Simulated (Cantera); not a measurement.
Charge: 1 mol Si, 1.7 mol Cl2, 3.3 mol H2, at 575 K.

Equilibrium computed with Cantera from the NASA thermochemical tables; the gas is ideal and each condensed phase is pure. Candidate condensed phases: Si; 19 gas species. Equilibrium is a limit: real reactors are often held back by kinetics, nucleation or transport.

At 3000000 Pa, list the 5 most abundant gas species with their mole fractions, and the condensed phases.

H2 0.750, SiHCl3 0.134, SiCl4 0.108, SiH2Cl2 0.00772, SiH3Cl 8.41e-5. Condensed: gas only.
